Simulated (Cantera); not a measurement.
Input: 1 mol SiCl4, 3.1 mol N2O, 0.26 mol H2, 0.15 mol O3, at 17.0 Pa.

These are equilibrium values from Cantera (NASA tables, ideal gas, pure condensed phases), not measurements of a reactor. Candidate condensed phases: H2O, NH4Cl, Si, SiO2, Si2N2O, Si3N4; 47 gas species. The tables hold silica as quartz up to 1696 K and as liquid above; real silica turns to tridymite and cristobalite and melts near 1996 K. Kinetics and transport are ignored.

Q: Which condensed phases are stable at each of these points (T (K)): 798, 848, 898, 948, 998, 1048, 1098, 1148, 1198, 1248, 1298?

A: 
```json
[
 {"T (K)": "798", "condensed phases": "SiO2(α-quartz)", "Si condensed (%)": "100.0"},
 {"T (K)": "848", "condensed phases": "SiO2(β-quartz)", "Si condensed (%)": "100.0"},
 {"T (K)": "898", "condensed phases": "SiO2(β-quartz)", "Si condensed (%)": "100.0"},
 {"T (K)": "948", "condensed phases": "SiO2(β-quartz)", "Si condensed (%)": "100.0"},
 {"T (K)": "998", "condensed phases": "SiO2(β-quartz)", "Si condensed (%)": "100.0"},
 {"T (K)": "1048", "condensed phases": "SiO2(β-quartz)", "Si condensed (%)": "100.0"},
 {"T (K)": "1098", "condensed phases": "SiO2(β-quartz)", "Si condensed (%)": "100.0"},
 {"T (K)": "1148", "condensed phases": "SiO2(β-quartz)", "Si condensed (%)": "100.0"},
 {"T (K)": "1198", "condensed phases": "SiO2(β-quartz)", "Si condensed (%)": "100.0"},
 {"T (K)": "1248", "condensed phases": "SiO2(β-quartz)", "Si condensed (%)": "100.0"},
 {"T (K)": "1298", "condensed phases": "SiO2(β-quartz)", "Si condensed (%)": "100.0"}
]
```

At 798 K the condensed part is SiO2(α-quartz). From 848 K to 1298 K the condensed part is SiO2(β-quartz).
